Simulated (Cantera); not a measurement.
An isothermal, constant-pressure homogeneous reactor starts with 5.26 % NO, 94.7 % N₂, at 1925 K and 1.00 atm.

Model: GRI-Mech 3.0 (53 species, 325 reactions), integrated in Cantera.

Predict: x(NO) at 2.00 s; x(NO₂) at 2.00 s; x(N₂) at 2.00 s; x(O) at 2.00 s; x(O₂) at 2.00 s; x(N₂O) at 2.00 s.

x(NO) at 2.00 s: 0.0426 (gas-phase equilibrium 0.00238)
x(NO₂) at 2.00 s: 1.38e-5 (gas-phase equilibrium 1.63e-6)
x(N₂) at 2.00 s: 0.952 (gas-phase equilibrium 0.972)
x(O) at 2.00 s: 2.78e-5 (gas-phase equilibrium 5.82e-5)
x(O₂) at 2.00 s: 0.00501 (gas-phase equilibrium 0.0251)
x(N₂O) at 2.00 s: 8.98e-7 (gas-phase equilibrium 1.51e-7)
